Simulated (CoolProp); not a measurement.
Values from CoolProp's reference Helmholtz-energy equation of state, Wu 2011.

### Question
For dimethyl ether, give the phase and the cv (kJ/(kg K)), Joule-Thomson coefficient (K/MPa) at 129.15 °C and 0.126 MPa; 132.55 °C and 0.0103 MPa.

### Answer
- 129.15 °C and 0.126 MPa: gas; cv 1.56, Joule-Thomson coefficient 8.75
- 132.55 °C and 0.0103 MPa: gas; cv 1.57, Joule-Thomson coefficient 8.47
